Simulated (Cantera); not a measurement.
A closed system holds: 1 mol CH3SiCl3, 0.026 mol C2H2, 1.5 mol H2, 1.6 mol HCl, equilibrated at 1675 K and 220 Pa.

Equilibrium computed with Cantera from the NASA thermochemical tables; the gas is ideal and each condensed phase is pure. The feed counts by its element totals alone. The tables' values for SiCl3, SiCl are old estimates; treat these amounts as uncertain. Kinetics and transport are ignored.

```json
[
 {"species": "HCl", "before": "0.620", "after": "0.287"},
 {"species": "H2", "before": "0.314", "after": "0.207"},
 {"species": "H", "before": "0.00139", "after": "0.195"},
 {"species": "Cl", "before": "0.00214", "after": "0.192"},
 {"species": "SiC2", "before": "1.76e-8", "after": "0.0143"},
 {"species": "Si", "before": "2.65e-6", "after": "0.0637"},
 {"species": "SiCl2", "before": "0.0595", "after": "0.0265"},
 {"species": "Si2C", "before": "1.37e-8", "after": "0.00163"},
 {"species": "C2H", "before": "<1e-9", "after": "0.000110"},
 {"species": "C3", "before": "<1e-9", "after": "0.000102"},
 {"species": "Si2", "before": "<1e-9", "after": "6.82e-5"},
 {"species": "C", "before": "<1e-9", "after": "3.75e-5"},
 {"species": "SiC", "before": "<1e-9", "after": "2.25e-5"},
 {"species": "C(graphite), mol", "before": "0.435", "after": "0.759"},
 {"species": "SiC(s), mol", "before": "0.616", "after": "0"}
]
```
Gas species are given as mole fractions.

Task: Which change was made?
A) pressure from 220 Pa to 12000 Pa
B) H2 from 1.5 to 320 mol
C) temperature from 1675 K to 2450 K
D) temperature from 1675 K to 900 K

Result: C, temperature from 1675 K to 2450 K. The tables' values for SiCl, SiCl3 are old estimates; treat these amounts as uncertain
